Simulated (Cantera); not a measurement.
Cantera with NASA thermochemical tables; ideal gases at 1 bar, condensed phases pure. Values are per mole of reaction as written; species without (g) are pure solids or liquids, kept so even where they would boil at 1 bar.

Question: Between 1498 and 2098 K, where is each reaction favourable under standard conditions?
- 6 H(g) + Nb + 2 NO(g) → NbO₂ + 2 NH₃(g)

Answer: 
- 6 H(g) + Nb + 2 NO(g) → NbO₂ + 2 NH₃(g): ΔG° is -1255 kJ at 1498 K and -789 kJ at 2098 K; it stays negative (K > 1). ΔH° is -2419 kJ and ΔS° -777 J/K at 2098 K.
